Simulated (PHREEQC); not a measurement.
A column of 0.2 m (40 cells, dispersivity 0.007 m, 300 s a shift, diffusion coefficient 3e-10 m²/s) holds 0.0038 eq of the database's cation exchanger X per kg of pore water, first in equilibrium with 0.059 mol/kgw MgSO4 and 1e-05 mol/kgw HCl. It is flushed with 0.0048 mol NH4Cl and 1e-05 mol HCl per kg of water, at 40 °C. Values are for the last cell. The system is closed to CO2. No solid was allowed to form.

The series has 33 steps of pore volumes, from 0 to 4.013.

Computed with PHREEQC (ion-association model, phreeqc.dat).

**Question.** After how many pore volumes does NH4 at the outlet first reach half of its feed value?

**Answer.** By 1.1 pore volumes.

Constants without temperature data keep their 25 °C values here.
